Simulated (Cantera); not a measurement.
Mixture: C₃H₈ : O₂ : N₂ = 1 : 5.05 : 19 (molar parts), equivalence ratio 0.99, at 92000 Pa, adiabatic and at constant volume. Ignition delay is the time to a rise of 400 K.

Detailed kinetics in Cantera: GRI-Mech 3.0 (53 species, 325 reactions). GRI-Mech 3.0 was tuned for natural gas; its chemistry of propane as a main component is partial and can be far from experiment.

Question: Predict: delay at 1150 K; delay at 1300 K; delay at 1450 K; delay at 1600 K; delay at 1750 K; apparent activation energy between 1675 and 1825 K.

Answer: 
```
Quantity                                                Result
--------------------------------------------------  ----------
delay at 1150 K                                        17.6 ms
delay at 1300 K                                       0.944 ms
delay at 1450 K                                       0.122 ms
delay at 1600 K                                        32.9 µs
delay at 1750 K                                        14.1 µs
apparent activation energy between 1675 and 1825 K  120 kJ/mol
```
